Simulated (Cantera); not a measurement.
Input: 1 mol Pb, 0.6 mol O2, 1.2 mol H2, held at 1373 K and 26.0 Pa.

Equilibrium computed with Cantera from the NASA thermochemical tables; the gas is ideal and each condensed phase is pure. Candidate condensed phases: H2O, Pb, PbO, PbO2, Pb3O4; 12 gas species. Equilibrium is a limit: real reactors are often held back by kinetics, nucleation or transport.

Base state: H2O 0.539, Pb 0.448, H2 0.00609, PbO 0.00608, OH 2.55e-5, H 1.61e-5 (mole fractions); condensed: gas only.

Question: What changes in the equilibrium state with this change: temperature from 1373 K to 723.15 K?

Answer: 
```
species      before    after
----------  -------  -------
H2O           0.539    1.000
H2          0.00609  4.17e-5
Pb            0.448  1.20e-5
PbO         0.00608  3.01e-9
OH          2.55e-5    <1e-9
H           1.61e-5    <1e-9
Pb(l), mol        0    1.000
```

Question: What changes in the equilibrium state with this change: temperature from 1373 K to 625 K?

Answer: 
```csv
species,before,after
H2O,0.539,1.000
H2,0.00609,2.21e-5
Pb,0.448,8.97e-8
PbO,0.00608,<1e-9
OH,2.55e-5,<1e-9
H,1.61e-5,<1e-9
"Pb(l), mol",0,1.000
```
